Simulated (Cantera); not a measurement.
Low-pressure radical oxidation in H2/O2

An isothermal, constant-pressure homogeneous reactor starts with H₂ : O₂ = 0.05 : 1 (molar parts), at 975 K and 0.00434 atm.

Cantera simulation using GRI-Mech 3.0 (53 species, 325 reactions); the numbers are that mechanism's predictions, not measurements. Radical loss at walls, strong at low pressure, is not modelled. The temperature is held fixed by assumption; the heat of reaction is taken as removed at once.

```csv
t (s),x H₂,x O₂,x H,x O,x H₂O,x HO₂
1.00e-5,0.0476,0.952,<1e-12,<1e-12,<1e-12,<1e-12
3.39e-5,0.0476,0.952,2.36e-12,<1e-12,<1e-12,2.44e-12
0.000115,0.0476,0.952,7.47e-12,<1e-12,<1e-12,8.28e-12
0.000389,0.0476,0.952,2.22e-11,8.83e-12,3.09e-12,2.81e-11
0.00132,0.0476,0.952,8.30e-11,8.61e-11,7.46e-11,9.56e-11
0.00447,0.0476,0.952,1.46e-9,2.23e-9,3.38e-9,3.41e-10
0.0152,0.0476,0.952,1.25e-5,1.95e-5,3.22e-5,1.68e-7
0.0514,0.000902,0.926,0.00953,0.0204,0.0415,2.44e-6
0.174,0.000340,0.941,0.00252,0.00912,0.0464,2.05e-6
0.590,5.53e-5,0.950,0.000163,0.00152,0.0484,1.12e-6
2.00,4.99e-6,0.951,4.68e-6,0.000143,0.0487,3.17e-7
```
x: mole fraction; the columns are a selection and need not sum to one.

Equilibrium at this temperature and pressure: H₂ 3.09e-11, O₂ 0.951, H <1e-12, O 1.07e-9, H₂O 0.0488, HO₂ 3.45e-10 (gas phase only).
